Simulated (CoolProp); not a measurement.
Properties of the fluoroketone C6F12O (FK-5-1-12) along the isobar 2.61 MPa (Tc = 441.8 K, pc = 1.869 MPa, ω = 0.471).

The numbers come from the reference Helmholtz-energy equation of state, McLinden 2015 in CoolProp.

```csv
T (K),phase,density (kg/m³),Joule-Thomson coefficient (K/MPa),expansivity (1/kK)
275.4,liquid,1678,-0.2999,1.642
284,liquid,1654,-0.2881,1.690
292.6,liquid,1630,-0.2745,1.745
301.2,liquid,1605,-0.2587,1.805
309.8,liquid,1580,-0.2405,1.874
318.5,liquid,1554,-0.2192,1.952
327.1,liquid,1528,-0.1950,2.039
335.7,liquid,1501,-0.1670,2.139
344.3,liquid,1473,-0.1344,2.252
352.9,liquid,1444,-0.09616,2.383
361.5,liquid,1413,-0.05094,2.536
370.1,liquid,1382,0.003267,2.716
```
